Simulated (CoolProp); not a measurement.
Vapour-liquid equilibrium of sulfur hexafluoride (1) + R113 (2) at 4.35 °C; x and y are mole fractions of (1).

Computed with CoolProp (multi-fluid Helmholtz-energy mixture model, Guder 2009 and Marx 1992; pair parameters Bell 2016).

| x | bubble pressure (bar) | y at the bubble point | dew pressure at overall composition x (bar) | liquid density (mol/L) |
|---|---|---|---|---|
| 0.05 | 1.486 | 0.872 | 0.1948 | 8.705 |
| 0.2 | 2.701 | 0.930 | 0.2316 | 9.050 |
| 0.35 | 3.359 | 0.946 | 0.2853 | 9.447 |
| 0.5 | 4.508 | 0.966 | 0.3716 | 9.882 |
| 0.65 | 6.532 | 0.983 | 0.5330 | 10.32 |
| 0.8 | 9.582 | 0.994 | 0.9421 | 10.67 |
| 0.95 | 13.05 | 0.999 | 3.551 | 10.67 |

No azeotrope shows between x = 0.05 and 0.95.

The pair parameters rest on a limited set of measurements; away from them the model extrapolates. The gap from Raoult's law changes sign with composition, which may be real or a fault of the pair parameters; it wasn't checked against measurements. With so large a gap from Raoult's law the liquid may split in two, which this calculation doesn't test in full.
